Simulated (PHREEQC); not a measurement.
Solution (75 °C and 300 atm): 0.023 mol H2S and 0.00022 mol NaCl per kg of water. Closed to the air; pH follows from the charge balance.

Computed with PHREEQC (ion-association model, phreeqc.dat).

This is a speciation only: nothing precipitates in the calculation.

Task: Estimate the pH, specific conductance.

Result: pH 4.06; specific conductance 146 µS/cm.

Under pressure, the constants of complexes without a molar volume in the database are unreliable. Constants without temperature data keep their 25 °C values here.
